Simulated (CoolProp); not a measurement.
Properties of cyclohexane along the isotherm 486.6 K (Tc = 553.6 K, pc = 4081 kPa, ω = 0.209).

Computed with CoolProp (reference Helmholtz-energy equation of state, Zhou 2014).

```csv
p (kPa),phase,Z,isothermal compressibility (1/MPa),viscosity (µPa s),fugacity coefficient
19.4,gas,0.9976,51.67,10.9,0.9976
36.7,gas,0.9954,27.37,10.9,0.9954
69.6,gas,0.9912,14.50,10.9,0.9913
132,gas,0.9833,7.707,10.9,0.9835
250,gas,0.9679,?,10.9,?
474,gas,0.9373,2.260,11.0,0.9409
898,gas,0.8736,1.298,11.2,0.8881
1700,liquid,0.06363,?,120,?
3230,liquid,0.1188,0.01025,126,?
6120,liquid,0.2195,0.007703,137,0.2522
```

Q: Complete the blanks.

A: 
- 250, isothermal compressibility (1/MPa): 4.137
- 250, fugacity coefficient: 0.9688
- 1700, isothermal compressibility (1/MPa): 0.01261
- 1700, fugacity coefficient: 0.7725
- 3230, fugacity coefficient: 0.4303

Viscosity comes from a separate model (Tariq 2014).
